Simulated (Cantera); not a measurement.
A perfectly stirred reactor is fed with C₂H₆ : N₂ = 1 : 3.3 (molar parts), at 975 Torr; it is held at 1375 K, and followed from long to short residence time.

Computed with Cantera and GRI-Mech 3.0 (53 species, 325 reactions). GRI-Mech 3.0 stops at C3 and has no aromatics, soot or wall deposition, so with more carbon than oxygen in the feed, carbon stays in small species such as C2H2 where larger ones or solid carbon would form.

Question: What does this change do: pressure from 975 Torr to 3.83 Torr?

Answer: 
```tsv
quantity	before	after
x(C₂H₆) at τ = 13.0 s	0.000242	0.000449
x(HCN) at τ = 13.0 s	8.23e-10	8.42e-8
x(C₂H₂) at τ = 13.0 s	0.102	0.138
x(CH₄) at τ = 13.0 s	0.0976	0.0488
x(H) at τ = 13.0 s	1.82e-6	9.60e-5
x(C₂H₆) at τ = 56.0 ms	0.00419	0.0561
x(HCN) at τ = 56.0 ms	3.07e-10	1.61e-8
x(C₂H₂) at τ = 56.0 ms	0.0900	0.0296
x(CH₄) at τ = 56.0 ms	0.0541	0.0688
x(H) at τ = 56.0 ms	1.11e-5	0.000130
```
Radical loss at walls, strong at low pressure, is not modelled.
